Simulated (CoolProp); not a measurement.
Vapour-liquid equilibrium of C3F8 (R218) (1) + R134a (2) at 0.534 bar; x and y are mole fractions of (1).

Model: multi-fluid Helmholtz-energy mixture model, Lemmon 2006 and Tillner-Roth 1994; pair parameters Bell 2016, in CoolProp.

Question: Give the bubble temperature and the first vapour's composition at x = 0.05, 0.35, 0.55. Is there an azeotrope?

Answer: x = 0.05: 228.4 K, y = 0.287; x = 0.35: 220.2 K, y = 0.619; x = 0.55: 219.7 K, y = 0.651. y crosses x between x = 0.65 and 0.75: the model has an azeotrope there.

Pair parameters are fitted to limited data, so mixtures are less certain than the pure fluids.
